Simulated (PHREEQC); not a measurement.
## Nickel, zinc or cadmium bath

A solution holds 0.00305 mol ZnCl2 and 0.17 mol H3BO3 per kg of water, at 85 °C. Closed to the air; pH follows from the charge balance.

All values are PHREEQC results (ion-association model, phreeqc.dat), not measurements.

No solid was allowed to form.

**Question.** What pH does the model give?

**Answer.** pH 4.74.

**Question.** In which forms is Zn present?

**Answer.** Zn+2 91 %, ZnCl+ 8.5 % of the Zn.

Complexes and solids missing from the database can't appear. Away from 25 °C the constants follow the database's enthalpies or fits; those with neither stay at their 25 °C values.
